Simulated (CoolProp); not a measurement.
R21 along the isotherm 14.35 °C: fugacity coefficient from the reference equation and from simpler models built on Tc = 179.6 °C, pc = 5.289 MPa, ω = 0.206; each cubic takes its own stable root.

Computed with CoolProp (reference Helmholtz-energy equation of state, Platzer 1990). This equation is an older, rougher fit; its heat capacities, sound speeds and derivatives of the liquid may be far off and weren't checked against measurements.

```json
[
 {"p (MPa)": "0.0418", "phase": "gas", "reference": "0.9866"},
 {"p (MPa)": "0.0631", "phase": "gas", "reference": "0.9797"},
 {"p (MPa)": "0.0952", "phase": "gas", "reference": "0.9694"},
 {"p (MPa)": "0.144", "phase": "liquid", "reference": "0.8323"},
 {"p (MPa)": "0.217", "phase": "liquid", "reference": "0.5536"},
 {"p (MPa)": "0.327", "phase": "liquid", "reference": "0.3686"},
 {"p (MPa)": "0.493", "phase": "liquid", "reference": "0.2457"},
 {"p (MPa)": "0.743", "phase": "liquid", "reference": "0.1643"},
 {"p (MPa)": "1.12", "phase": "liquid", "reference": "0.1103"},
 {"p (MPa)": "1.69", "phase": "liquid", "reference": "0.07439"},
 {"p (MPa)": "2.55", "phase": "liquid", "reference": "0.05062"},
 {"p (MPa)": "3.85", "phase": "liquid", "reference": "0.03490"},
 {"p (MPa)": "5.81", "phase": "liquid", "reference": "0.02456"},
 {"p (MPa)": "8.76", "phase": "liquid", "reference": "0.01782"},
 {"p (MPa)": "13.2", "phase": "liquid", "reference": "0.01354"}
]
```

Task: How far does each simpler model (Redlich-Kwong, Soave-Redlich-Kwong) lie from the reference over these 15 states: mean and median of the absolute difference, and the worst?

Result: 
- Redlich-Kwong: mean 41.1 %, median 53.2 %, worst +58.3 % at 14.35 °C and 13.2 MPa
- Soave-Redlich-Kwong: mean 0.7 %, median 0.5 %, worst +2.7 % at 14.35 °C and 13.2 MPa

At some of these states Redlich-Kwong gives the other phase, because its saturation line lies elsewhere.
